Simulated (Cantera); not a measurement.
A closed system holds: 1 mol borazine, 0.77 mol O₂, equilibrated at 1448.15 K and 29000 Pa.

Equilibrium computed with Cantera from the NASA thermochemical tables; the gas is ideal and each condensed phase is pure. Candidate condensed phases: B, BN, B₂O₃, B₃O₃H₃, H₂O; 39 gas species. The feed counts by its element totals alone. Mutual solubility and eutectic melting of coexisting phases are not modelled. Gases not in the tables: H₃BO₃. Kinetics and transport are ignored.

Base state: H₂ 0.851, N₂ 0.145, H₂O 0.00236, HBO₂ 0.00136, HBO 0.000192, B₂O₃ 2.49e-5, H 1.58e-5 (mole fractions); condensed: BN(s) + B₂O₃(l).

**Question.** What changes in the equilibrium state with this change: pressure from 29000 Pa to 100000 Pa?

**Answer.** 
```csv
species,before,after
H₂,0.851,0.851
N₂,0.145,0.145
H₂O,0.00236,0.00356
HBO₂,0.00136,0.000898
B₂O₃,2.49e-5,7.22e-6
NH₃,6.31e-6,2.17e-5
HBO,0.000192,8.40e-5
"BN(s), mol",1.98,1.98
"B₂O₃(l), mol",0.507,0.507
```

**Question.** What changes in the equilibrium state with this change: temperature from 1448.15 K to 1750 K?

**Answer.** 
```csv
species,before,after
H₂,0.851,0.824
N₂,0.145,0.143
HBO₂,0.00136,0.0132
HBO,0.000192,0.0112
B₂O₂,3.72e-7,0.000632
BO,1.00e-7,0.000100
B₂O₃,2.49e-5,0.00577
B₃O₃H₃,5.15e-7,1.65e-5
H,1.58e-5,0.000392
"BN(s), mol",1.98,1.98
"B₂O₃(l), mol",0.507,0.444
```

**Question.** What changes in the equilibrium state with this change: temperature from 1448.15 K to 2123 K?

**Answer.** 
```tsv
species	before	after
H₂	0.851	0.619
N₂	0.145	0.153
HBO	0.000192	0.115
B₂O₂	3.72e-7	0.0486
BO	1.00e-7	0.0126
B₂O₃	2.49e-5	0.0342
HBO₂	0.00136	0.0122
BH₂	<1e-9	6.89e-5
B₂O	<1e-9	3.04e-5
BO₂	<1e-9	1.54e-5
H	1.58e-5	0.00524
B₃O₃H₃	5.15e-7	1.24e-5
BN(s), mol	1.98	1.67
B₂O₃(l), mol	0.507	0
```
The tables' values for BH₂ are old estimates; treat these amounts as uncertain.
